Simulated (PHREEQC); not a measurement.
Dissolve 4.8 mmol/kgw CuSO4, 0.77 mmol/kgw CuCl2 and 120 mmol/kgw Na2SO4 at 25 °C. Closed to the air; pH follows from the charge balance.

Equilibrium calculation in PHREEQC: ion-association model, wateq4f.dat.

No solid was allowed to form.

**Question.** Order these S species by the share of S that they hold, largest first: SO4-2, CuSO4, NaSO4-.

**Answer.** SO4-2 (77 %), NaSO4- (20 %), CuSO4 (2.5 %)

The pH is 5.45 and the ionic strength 0.318 mol/kgw. Examples of supersaturated solids here: Antlerite, Brochantite. Others may be too.
